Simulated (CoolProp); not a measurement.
n-heptane along the isobar 4.05 MPa: Z from the reference equation and from simpler models built on Tc = 268.1 °C, pc = 2.774 MPa, ω = 0.349; each cubic takes its own stable root.

Values from CoolProp's reference Helmholtz-energy equation of state, Span 2003. It is a short technical equation, of lower accuracy than the large ones.

```
T (°C)   phase  reference
------  ------  ---------
69.85   liquid     0.2203
79.85   liquid     0.2170
89.85   liquid     0.2139
99.85   liquid     0.2112
109.85  liquid     0.2087
119.85  liquid     0.2066
129.85  liquid     0.2047
139.85  liquid     0.2031
149.95  liquid     0.2018
159.95  liquid     0.2008
```

Problem. How far does each simpler model (van der Waals, Redlich-Kwong) lie from the reference over these 10 states: mean and median of the absolute difference, and the worst?

Solution. 
- van der Waals: mean 66.1 %, median 66.1 %, worst +67.9 % at 69.85 °C and 4.05 MPa
- Redlich-Kwong: mean 17.0 %, median 16.9 %, worst +18.2 % at 159.95 °C and 4.05 MPa
